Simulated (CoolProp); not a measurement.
The fluoroketone C6F12O (FK-5-1-12) at several states: Z from the reference equation and from simpler models built on Tc = 441.8 K, pc = 1.869 MPa, ω = 0.471; each cubic takes its own stable root.

Computed with CoolProp (reference Helmholtz-energy equation of state, McLinden 2015).

```tsv
T (K)	p (MPa)	phase	reference	van der Waals	Redlich-Kwong	Soave-Redlich-Kwong	Peng-Robinson
403.9	0.0247	gas	0.9936	0.9951	0.9942	0.9937	0.9932
434.2	0.0115	gas	0.9977	0.9981	0.9978	0.9978	0.9975
255.9	0.0652	liquid	0.005618	0.9623	0.006530	0.006181	0.005489
373	1.12	liquid	0.08453	0.1438	0.1030	0.09454	0.08344
```

At some of these states van der Waals gives the other phase, because its saturation line lies elsewhere.
